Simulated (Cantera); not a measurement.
A perfectly stirred reactor is fed with 5.62 % CH4, 4.33 % C2H6, 1.07 % C3H8, 18.7 % O2, 70.3 % N2, equivalence ratio 1.7, at 760 Torr; it is adiabatic with a 525 K inlet, and is followed from long to short residence time, starting on the burning branch (τ in s: 0.26, 0.086, 0.028, 0.0091, 0.003, 0.00096, 0.00031, 0.0001, 3.3e-05, 1.1e-05, 3.5e-06).

Model: GRI-Mech 3.0 (53 species, 325 reactions), integrated in Cantera.

Task: Predict: blow-out, bracketed by the residence times tried; x(CH4) at τ = 0.260 s; x(C2H6) at τ = 0.260 s; x(C3H8) at τ = 0.260 s; x(CH3) at τ = 0.260 s; x(HO2) at τ = 0.260 s; x(CH4) at τ = 0.960 ms; x(C2H6) at τ = 0.960 ms; x(C3H8) at τ = 0.960 ms; x(CH3) at τ = 0.960 ms; x(HO2) at τ = 0.960 ms.

Result: 
```json
{
  "blow_out_bracketed_by_the_residence_times_tried": "burning at 0.960 ms, out at 0.310 ms",
  "x(CH4) at τ = 0.260 s": "0.000975",
  "x(C2H6) at τ = 0.260 s": "6.09e-7",
  "x(C3H8) at τ = 0.260 s": "7.55e-8",
  "x(CH3) at τ = 0.260 s": "0.000104",
  "x(HO2) at τ = 0.260 s": "1.37e-8",
  "x(CH4) at τ = 0.960 ms": "0.00487",
  "x(C2H6) at τ = 0.960 ms": "0.000119",
  "x(C3H8) at τ = 0.960 ms": "1.33e-5",
  "x(CH3) at τ = 0.960 ms": "0.00170",
  "x(HO2) at τ = 0.960 ms": "2.85e-6"
}
```
